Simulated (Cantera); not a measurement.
A perfectly stirred reactor is fed with H₂ : O₂ : N₂ = 1 : 0.455 : 1.71 (molar parts), equivalence ratio 1.1, at 500000 Pa; it is adiabatic with a 725 K inlet, and is followed from long to short residence time, starting on the burning branch (τ in s: 0.25, 0.091, 0.033, 0.012, 0.0044, 0.0016, 0.00058, 0.00021, 7.7e-05, 2.8e-05, 1e-05, 3.7e-06).

Cantera simulation using GRI-Mech 3.0 (53 species, 325 reactions); the numbers are that mechanism's predictions, not measurements. The hydrogen kinetics of GRI-Mech 3.0 are dated; newer H2 mechanisms differ, most at raised pressure.

What does this change do: pressure from 500000 Pa to 1400000 Pa?


| quantity | before | after |
|---|---|---|
| blow-out, bracketed by the residence times tried | burning at 3.70 µs, the shortest tried | burning at 3.70 µs, the shortest tried |
| x(H₂) at τ = 0.250 s | 0.0421 | 0.0395 |
| x(O₂) at τ = 0.250 s | 0.00195 | 0.00114 |
| x(H) at τ = 0.250 s | 0.00475 | 0.00320 |
| x(H₂O₂) at τ = 0.250 s | 3.12e-7 | 4.38e-7 |
| x(H₂O) at τ = 0.250 s | 0.316 | 0.322 |
| x(H₂) at τ = 0.580 ms | 0.0444 | 0.0401 |
| x(O₂) at τ = 0.580 ms | 0.00354 | 0.00168 |
| x(H) at τ = 0.580 ms | 0.00672 | 0.00371 |
| x(H₂O₂) at τ = 0.580 ms | 4.52e-7 | 5.61e-7 |
| x(H₂O) at τ = 0.580 ms | 0.310 | 0.320 |
The pressure lies above the range GRI-Mech 3.0 was tuned for (to about 10 atm).

What does this change do: N2 1.71 to 1.3 parts?


| quantity | before | after |
|---|---|---|
| blow-out, bracketed by the residence times tried | burning at 3.70 µs, the shortest tried | burning at 3.70 µs, the shortest tried |
| x(H₂) at τ = 0.250 s | 0.0421 | 0.0575 |
| x(O₂) at τ = 0.250 s | 0.00195 | 0.00449 |
| x(H) at τ = 0.250 s | 0.00475 | 0.00972 |
| x(H₂O₂) at τ = 0.250 s | 3.12e-7 | 6.98e-7 |
| x(H₂O) at τ = 0.250 s | 0.316 | 0.354 |
| x(H₂) at τ = 0.580 ms | 0.0444 | 0.0584 |
| x(O₂) at τ = 0.580 ms | 0.00354 | 0.00553 |
| x(H) at τ = 0.580 ms | 0.00672 | 0.0109 |
| x(H₂O₂) at τ = 0.580 ms | 4.52e-7 | 7.68e-7 |
| x(H₂O) at τ = 0.580 ms | 0.310 | 0.351 |
